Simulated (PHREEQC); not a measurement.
A solution holds 0.0028 mol AgF, 9.6e-05 mol KNO3 and 3.1e-05 mol Cu(NO3)2 per kg of water, at 25 °C. Closed to the air; pH follows from the charge balance.

Equilibrium calculation in PHREEQC: ion-association model, wateq4f.dat.

Each row changes one thing in this solution. This is a speciation only: nothing precipitates in the calculation.

| case | pH | Cu+2 (mol/kgw) | Cu(OH)2 (mol/kgw) | CuOH+ (mol/kgw) | Cu2(OH)2+2 (mol/kgw) | SI of Tenorite (CuO) | SI of Cu(OH)2 (Cu(OH)2) |
|---|---|---|---|---|---|---|---|
| as made | 6.21 | 2.81e-5 | 1.25e-6 | 3.88e-7 | 7.42e-8 | +0.16 | -0.86 |
| AgF left out | 5.93 | 3.03e-5 | 4.37e-7 | 2.48e-7 | 2.77e-8 | -0.30 | -1.32 |
| KNO3 from 9.6e-05 to 9.6e-06 mol/kgw | 6.21 | 2.81e-5 | 1.25e-6 | 3.89e-7 | 7.43e-8 | +0.16 | -0.86 |
| Cu(NO3)2 from 3.1e-05 to 3.1e-06 mol/kgw | 6.59 | 2.34e-6 | 5.83e-7 | 7.65e-8 | 2.88e-9 | -0.17 | -1.19 |
| 5.9e-05 mol/kgw CO2 added | 5.66 | 2.94e-5 | 1.02e-7 | 1.14e-7 | 6.35e-9 | -0.93 | -1.95 |

Complexes and solids missing from the database can't appear. Some of these states are supersaturated (in Tenorite (slow to form), for instance). The database's constant for dissolved Cu(OH)2 is higher than later reviews accept.
